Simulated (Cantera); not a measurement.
What does this Cantera script print?

```python
import numpy as np
import cantera as ct

gas_names = """
    CL CL2 H HCL H2 Si SiCL SiCL2 SiCL3 SiCL4 SiH SiHCL3 SiH2 SiH2CL2 SiH3 SiH3CL SiH4 Si2 Si3
""".split()
cond_names = """
    Si(cr) Si(L)
""".split()


# ... load() reads the species with a 1 bar reference pressure and builds the phases ...
atoms = {
    'Si2Cl6': {'Si': 2, 'CL': 6},
    'H2': {'H': 2},
    'Cl2': {'CL': 2},
}
top_T = {}  # K; cautious upper limits of use, not melting points


# ... equilibrate(T, P, feed) seeds the gas with the atoms and calls Mixture.equilibrate('TP', solver="vcs", rtol=1e-11, max_steps=5000) ...
results = []
feed = {'Si2Cl6': 1, 'H2': 200, 'Cl2': 0.76}  # mol
T = 1423.15  # K
P = 101325  # Pa
mix = equilibrate(T, P, feed)
results.append((T, P, feed, dict(zip(mix.species_names, mix.species_moles))))
x = sorted(zip(gas.X, gas.species_names), reverse=True)
print(f"T = {T:g} K  P = {P:g} Pa  gas = {mix.phase_moles(0):.4g} mol")
print("   x: " + "  ".join(f"{s} {v:.3e}" for v, s in x if v > 0.0001))
print("   condensed (mol): " + ("  ".join(f"{mix.phase(i).name} {mix.phase_moles(i):.4g}"
      for i in range(1, mix.n_phases) if mix.phase_moles(i) > 1e-12) or "none"))
```

Output:

```
T = 1423.15 K  P = 101325 Pa  gas = 203.6 mol
   x: H2 9.677e-01  HCL 2.869e-02  SiCL2 2.564e-03  SiHCL3 4.039e-04  SiCL3 3.161e-04  SiH2CL2 1.613e-04  SiCL4 1.542e-04
   condensed (mol): Si(cr) 1.263
```

These are equilibrium values from Cantera (NASA tables, ideal gas, pure condensed phases), not measurements of a reactor. The feed counts by its element totals alone. The tables' values for SiCl3 are old estimates; treat these amounts as uncertain.
